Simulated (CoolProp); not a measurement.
Vapour-liquid equilibrium of CH2F2 (R32) (1) + R227EA (2) at 8.05 °C; x and y are mole fractions of (1).

Values from CoolProp's multi-fluid Helmholtz-energy mixture model, Tillner-Roth 1997 and Lemmon 2016; pair parameters Bell 2016.

| x | bubble pressure (kPa) | y at the bubble point | dew pressure at overall composition x (kPa) | liquid density (mol/L) |
|---|---|---|---|---|
| 0.05 | 304.5 | 0.171 | 272.7 | 8.827 |
| 0.2 | 440.2 | 0.491 | 313.5 | 9.714 |
| 0.35 | 572.5 | ___ | 368.3 | ___ |
| 0.5 | 693.4 | ___ | 445.4 | 12.05 |
| 0.65 | 803.2 | 0.847 | 559.6 | 13.67 |
| 0.8 | 906.6 | 0.912 | 734.0 | ___ |
| 0.95 | 1009 | 0.977 | ___ | 18.57 |

What belongs in the gaps?


- 0.35, y at the bubble point: 0.663
- 0.35, liquid density (mol/L): 10.77
- 0.5, y at the bubble point: 0.770
- 0.8, liquid density (mol/L): 15.76
- 0.95, dew pressure at overall composition x (kPa): 966.7

No azeotrope shows between x = 0.05 and 0.95.

Pair parameters are fitted to limited data, so mixtures are less certain than the pure fluids.
